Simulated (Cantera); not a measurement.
A closed system holds: 1 mol HBr, 0.031 mol O2, equilibrated at 2048.15 K and 0.0400 bar.

Method: chemical equilibrium by Gibbs-energy minimisation in Cantera with the NASA 1993 tables (ideal gas, pure condensed phases). Candidate condensed phases: Br2, H2O; 12 gas species. The numbers say what is thermodynamically allowed, not how fast it happens.

Base state: HBr 0.482, Br 0.343, H2 0.119, H2O 0.0511, H 0.00387, Br2 0.000712, OH 0.000181 (mole fractions); condensed: gas only.

**Question.** What changes in the equilibrium state with this change: temperature from 2048.15 K to 3075 K?

**Answer.** 
| species | before | after |
|---|---|---|
| Br | 0.343 | 0.529 |
| H | 0.00387 | 0.309 |
| H2 | 0.119 | 0.0976 |
| HBr | 0.482 | 0.0305 |
| O | 4.23e-6 | 0.0169 |
| H2O | 0.0511 | 0.00791 |
| O2 | 7.77e-7 | 0.000539 |
| OH | 0.000181 | 0.00879 |
| Br2 | 0.000712 | 3.05e-5 |

**Question.** What changes in the equilibrium state with this change: temperature from 2048.15 K to 2998.15 K?

**Answer.** 
| species | before | after |
|---|---|---|
| Br | 0.343 | 0.538 |
| H | 0.00387 | 0.269 |
| H2 | 0.119 | 0.118 |
| HBr | 0.482 | 0.0400 |
| O | 4.23e-6 | 0.0131 |
| H2O | 0.0511 | 0.0123 |
| O2 | 7.77e-7 | 0.000543 |
| OH | 0.000181 | 0.00934 |
